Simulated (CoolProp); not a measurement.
Oxygen along the isobar 9.64 MPa: Z from the reference equation and from simpler models built on Tc = 154.6 K, pc = 5.046 MPa, ω = 0.022; each cubic takes its own stable root.

Values from CoolProp's reference Helmholtz-energy equation of state, Schmidt 1985. Above 300 K oxygen's equation is extrapolated.

```csv
T (K),phase,reference,Redlich-Kwong,Soave-Redlich-Kwong,Peng-Robinson
81.3,liquid,0.3800,0.3743,0.3786,0.3368
110.6,liquid,0.3155,0.3149,0.3168,0.2811
139.9,liquid,0.2978,0.3103,0.3104,0.2765
169.2,supercritical,0.3836,0.4217,0.4248,0.3915
198.5,supercritical,0.6922,0.6978,0.7094,0.6719
227.8,supercritical,0.8285,0.8274,0.8418,0.8064
257.1,supercritical,0.8988,0.8949,0.9111,0.8791
286.4,supercritical,0.9405,0.9350,0.9521,0.9234
315.7,supercritical,0.9672,0.9606,0.9781,0.9523
```
